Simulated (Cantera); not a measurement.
What does this Cantera script print?

```python
import numpy as np
import cantera as ct

gas = ct.Solution("gri30.yaml")
gas.TPX = 1298, 100000, {'N2O': 1, 'H2': 0.0047, 'N2': 9.7}
inlet = ct.Reservoir(gas, clone=True)

reactor = ct.IdealGasConstPressureReactor(gas, energy="off", clone=False)
exhaust = ct.Reservoir(gas, clone=True)
tau = [1.4, 0.3, 0.067, 0.015, 0.0033, 0.00073, 0.00016][0]
for a, b in ((inlet, reactor), (reactor, exhaust)):
    ct.MassFlowController(a, b, mdot=lambda t: reactor.mass / tau)
net = ct.ReactorNet([reactor])
show = ['N2O', 'H2', 'O', 'NO', 'NO2', 'H']

rows = []
print(f"{'tau/s':>10s}{'T/K':>9s}" + "".join(f"{s:>11s}" for s in show))
for tau in [1.4, 0.3, 0.067, 0.015, 0.0033, 0.00073, 0.00016]:
    net.initial_time = 0.0
    net.advance(30 * tau)
    before = gas.X
    net.advance(40 * tau)
    drift = np.max(np.abs(gas.X - before) / (gas.X + 1e-9))
    rows.append([gas.T, *gas[show].X, drift])
    print(f"{tau:10.3e}{gas.T:9.1f}" + "".join(f"{x:11.3e}" for x in gas[show].X))
```

Result:

```
     tau/s      T/K        N2O         H2          O         NO        NO2          H
 1.400e+00   1298.0  2.032e-02  2.034e-06  3.410e-06  6.538e-03  5.987e-05  9.164e-09
 3.000e-01   1298.0  4.902e-02  6.830e-06  5.119e-06  5.072e-03  4.903e-05  2.079e-08
 6.700e-02   1298.0  7.629e-02  2.244e-05  6.147e-06  2.113e-03  2.556e-05  5.000e-08
 1.500e-02   1298.0  8.857e-02  6.931e-05  6.403e-06  5.693e-04  1.112e-05  1.401e-07
 3.300e-03   1298.0  9.214e-02  1.841e-04  6.211e-06  1.293e-04  2.748e-06  3.827e-07
 7.300e-04   1298.0  9.311e-02  3.470e-04  5.685e-06  2.880e-05  2.886e-07  5.906e-07
 1.600e-04   1298.0  9.336e-02  4.286e-04  4.778e-06  5.234e-06  5.745e-09  2.893e-07
```

Detailed kinetics in Cantera: GRI-Mech 3.0 (53 species, 325 reactions). GRI-Mech 3.0 was tuned for natural gas; its chemistry of N2O as a main component is partial and can be far from experiment. The mechanism lacks the step 2 NO + O2 → 2 NO2, which can matter for NO2 below about 1400 K. The temperature is held fixed by assumption; the heat of reaction is taken as removed at once.
